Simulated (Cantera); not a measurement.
## Stirred combustor or abatement burner

A perfectly stirred reactor is fed with 11.9 % H₂, 7.33 % O₂, 80.7 % N₂, 0.131 % NO, at 1.00 atm; it is adiabatic with a 723 K inlet, and is followed from long to short residence time, starting on the burning branch (τ in s: 0.024, 0.01, 0.0044, 0.0019, 0.00083, 0.00036, 0.00015, 6.7e-05, 2.9e-05, 1.2e-05, 5.4e-06).

Computed with Cantera and GRI-Mech 3.0 (53 species, 325 reactions). The mechanism lacks 2 NO + O2 → 2 NO2 and HONO, so NO2 and the effect of NO are under-described below about 1400 K.

```csv
τ (s),T (K),x H₂,x O₂,x NO,x H,x OH,x O
0.024,1600,0.00122,0.0150,0.00137,0.000284,0.00124,0.000271
0.010,1588,0.00207,0.0153,0.00137,0.000648,0.00159,0.000473
0.0044,1569,0.00330,0.0158,0.00137,0.00135,0.00196,0.000777
0.0019,1538,0.00508,0.0167,0.00138,0.00270,0.00233,0.00124
0.00083,1494,0.00746,0.0180,0.00138,0.00500,0.00260,0.00187
0.00036,1430,0.0107,0.0201,0.00137,0.00852,0.00267,0.00260
0.00015,1340,0.0166,0.0238,0.00136,0.0131,0.00245,0.00317
6.7e-5,1210,0.0328,0.0327,0.00135,0.0147,0.00175,0.00265
2.9e-5,723,0.119,0.0733,0.00131,<1e-12,<1e-12,<1e-12
1.2e-5,723,0.119,0.0733,0.00131,<1e-12,<1e-12,<1e-12
5.4e-6,723,0.119,0.0733,0.00131,<1e-12,<1e-12,<1e-12
```
x: mole fraction; the columns are a selection and need not sum to one.
